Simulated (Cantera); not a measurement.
An isothermal, constant-pressure homogeneous reactor starts with 44.7 % H2, 55.3 % O2, at 1225 K and 15.0 Torr.

Computed with Cantera and the H2/O2 subset of GRI-Mech 3.0, which has no nitrogen chemistry. Radical loss at walls, strong at low pressure, is not modelled. The temperature is held fixed by assumption; the heat of reaction is taken as removed at once.

One state of this run: x H2 = 2.94e-6; x O2 = 0.424; x OH = 0.000149; x HO2 = 7.65e-8; x O = 4.27e-6. x: mole fraction; the columns are a selection and need not sum to one.

Q: Which value of t (s) does it belong to?
A. 0.00427
B. 0.594
C. 0.000825
D. 0.00188

A: B, 0.594
